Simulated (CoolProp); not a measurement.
Vapour-liquid equilibrium of n-hexane (1) + m-xylene (2) at 397.8 K; x and y are mole fractions of (1).

Values from CoolProp's multi-fluid Helmholtz-energy mixture model, Thol 2019 and Zhou 2012; pair parameters Bell 2016.

| x | bubble pressure (MPa) | y at the bubble point | dew pressure at overall composition x (MPa) | liquid density (mol/L) |
|---|---|---|---|---|
| 0.05 | 0.08706 | 0.254 | 0.07079 | 7.218 |
| 0.2 | 0.1522 | 0.632 | 0.08203 | (withheld) |
| 0.35 | 0.2187 | 0.785 | 0.09757 | 7.006 |
| 0.5 | 0.2785 | (withheld) | 0.1205 | (withheld) |
| 0.65 | (withheld) | (withheld) | (withheld) | 6.745 |
| 0.8 | 0.3775 | 0.947 | 0.2284 | 6.604 |
| 0.95 | 0.4263 | 0.985 | 0.3808 | 6.462 |

Problem. Some entries are withheld; supply them.

Solution. 
- 0.2, liquid density (mol/L): 7.119
- 0.5, y at the bubble point: 0.862
- 0.5, liquid density (mol/L): 6.881
- 0.65, bubble pressure (MPa): 0.3302
- 0.65, y at the bubble point: 0.910
- 0.65, dew pressure at overall composition x (MPa): 0.1578

No azeotrope shows between x = 0.05 and 0.95.

The pair parameters rest on a limited set of measurements; away from them the model extrapolates.
